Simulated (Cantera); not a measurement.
Feed: 1 mol BaF2, 7.7 mol H2O, 1.2 mol H2, 1.1 mol O2, held at 87.0 Pa.

Equilibrium computed with Cantera from the NASA thermochemical tables; the gas is ideal and each condensed phase is pure. Candidate condensed phases: Ba, BaF2, BaO, Ba(OH)2, H2O; 27 gas species. Mutual solubility and eutectic melting of coexisting phases are not modelled. Kinetics and transport are ignored.

Problem. Which condensed phases are stable at each of these points (T (K)): 1223, 1273, 1323, 1373, 1423, 1473, 1523, 1573, 1623, 1673, 1723, 1773, 1823, 1873?

Solution. 
```json
[
 {"T (K)": "1223", "condensed phases": "BaF2(s) + BaO(s)", "Ba condensed (%)": "99.9"},
 {"T (K)": "1273", "condensed phases": "BaF2(s) + BaO(s)", "Ba condensed (%)": "99.7"},
 {"T (K)": "1323", "condensed phases": "BaF2(s) + BaO(s)", "Ba condensed (%)": "99.1"},
 {"T (K)": "1373", "condensed phases": "BaF2(s) + BaO(s)", "Ba condensed (%)": "97.4"},
 {"T (K)": "1423", "condensed phases": "BaF2(s) + BaO(s)", "Ba condensed (%)": "92.3"},
 {"T (K)": "1473", "condensed phases": "BaF2(s) + BaO(s)", "Ba condensed (%)": "78.6"},
 {"T (K)": "1523", "condensed phases": "BaF2(s) + BaO(s)", "Ba condensed (%)": "43.0"},
 {"T (K)": "1573", "condensed phases": "BaO(s)", "Ba condensed (%)": "26.8"},
 {"T (K)": "1623", "condensed phases": "BaO(s)", "Ba condensed (%)": "25.4"},
 {"T (K)": "1673", "condensed phases": "BaO(s)", "Ba condensed (%)": "23.7"},
 {"T (K)": "1723", "condensed phases": "BaO(s)", "Ba condensed (%)": "21.8"},
 {"T (K)": "1773", "condensed phases": "BaO(s)", "Ba condensed (%)": "19.4"},
 {"T (K)": "1823", "condensed phases": "BaO(s)", "Ba condensed (%)": "16.4"},
 {"T (K)": "1873", "condensed phases": "BaO(s)", "Ba condensed (%)": "12.6"}
]
```

From 1223 K to 1523 K the condensed part is BaF2(s) + BaO(s). From 1573 K to 1873 K the condensed part is BaO(s).
